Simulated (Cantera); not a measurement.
A Cantera script and its output.

```python
import numpy as np
import cantera as ct

surf = ct.Interface("ptcombust.yaml", "Pt_surf")
gas = surf.adjacent["gas"]
gas.TPX = 300, 27000, {'CH4': 0.013, 'O2': 0.063, 'N2': 0.79}
jet = ct.ImpingingJet(gas=gas, width=0.064, surface=surf)
jet.inlet.mdot, jet.inlet.T, jet.inlet.X = 0.024, 300, {'CH4': 0.013, 'O2': 0.063, 'N2': 0.79}
jet.set_refine_criteria(ratio=10, slope=0.2, curve=0.3)
show, cover = ['CH4', 'O2', 'H2O', 'OH', 'CO', 'CO2'], ["PT(S)", "H(S)", "O(S)", "OH(S)", "CO(S)", "C(S)"]

rows = []
print(f"{'Ts/K':>7s}" + "".join(f"{s:>11s}" for s in show + cover) + "   (gas at the wall, coverages)")
for i, Ts in enumerate([950, 1000, 1050, 1100, 1150, 1200, 1250]):
    jet.surface.T = Ts
    if i == 0:
        surf.TP = Ts, 27000
        surf.coverages = "PT(S):0.5, O(S):0.5"
        surf.advance_coverages(1.0)
        jet.set_initial_guess(products="inlet")
    jet.solve(loglevel=0, auto=(i == 0))
    rows.append([*(jet.X[gas.species_index(s), -1] for s in show), *surf[cover].coverages])
    print(f"{Ts:7g}" + "".join(f"{x:11.3e}" for x in rows[-1]))
```

Result:

```
   Ts/K        CH4         O2        H2O         OH         CO        CO2      PT(S)       H(S)       O(S)      OH(S)      CO(S)       C(S)   (gas at the wall, coverages)
    950  2.857e-03  4.703e-02  2.257e-02  5.195e-08  1.440e-06  1.481e-02  2.487e-01  2.418e-07  7.495e-01  1.825e-03  3.269e-06  1.564e-08
   1000  1.840e-03  4.490e-02  2.439e-02  1.328e-07  1.247e-06  1.603e-02  3.162e-01  4.900e-07  6.821e-01  1.699e-03  2.015e-06  1.259e-08
   1050  1.268e-03  4.372e-02  2.538e-02  3.075e-07  1.138e-06  1.669e-02  3.836e-01  8.904e-07  6.149e-01  1.533e-03  1.285e-06  1.022e-08
   1100  8.449e-04  4.315e-02  2.596e-02  6.681e-07  1.541e-06  1.688e-02  4.493e-01  1.497e-06  5.493e-01  1.361e-03  8.502e-07  7.729e-09
   1150  5.574e-04  4.259e-02  2.648e-02  1.326e-06  2.007e-06  1.717e-02  5.129e-01  2.386e-06  4.858e-01  1.200e-03  5.930e-07  5.674e-09
   1200  3.133e-04  4.201e-02  2.708e-02  2.475e-06  2.658e-06  1.748e-02  5.736e-01  3.649e-06  4.254e-01  1.055e-03  4.261e-07  3.506e-09
   1250  7.830e-05  4.134e-02  2.792e-02  4.440e-06  3.103e-06  1.780e-02  6.305e-01  5.409e-06  3.686e-01  9.273e-04  2.786e-07  9.574e-10
```

Detailed kinetics in Cantera: Deutschmann's 1995 Pt surface mechanism with GRI-Mech 3.0 gas chemistry. Catalytic surfaces can have several steady states; this one follows from the mechanism file's or the stated starting coverage.
